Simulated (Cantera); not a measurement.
A closed system holds: 1 mol Fe(CO)₅, 7.7 mol H₂, 1.4 mol O₂, held at 1.30 mbar.

These are equilibrium values from Cantera (NASA tables, ideal gas, pure condensed phases), not measurements of a reactor. Candidate condensed phases: C, C₆H₆, C₇H₈, C₈H₁₈, Fe, Fe(CO)₅, FeO, Fe(OH)₂, Fe(OH)₃, Fe₂O₃, Fe₃O₄, H₂O; 114 gas species. Equilibrium is a limit: real reactors are often held back by kinetics, nucleation or transport. All values below are at 1450 K.

Base state: H₂ 0.440, CO 0.340, H₂O 0.166, CO₂ 0.0540, H 0.000174, Fe 3.84e-5 (mole fractions); condensed: Fe(γ).

Q: What changes in the equilibrium state with this change: H₂ from 7.7 to 0.41 mol?

A: 
| species | before | after |
|---|---|---|
| CO | 0.340 | 0.631 |
| CO₂ | 0.0540 | 0.293 |
| H₂O | 0.166 | 0.0398 |
| H₂ | 0.440 | 0.0360 |
| Fe | 3.84e-5 | 1.38e-5 |
| H | 0.000174 | 4.98e-5 |
| Fe(γ), mol | 0.999 | 0 |
| FeO(s), mol | 0 | 1.000 |
The tables' stoichiometric FeO is somewhat more stable than real wüstite, so its field is too wide. FeO: taken at fixed stoichiometry.
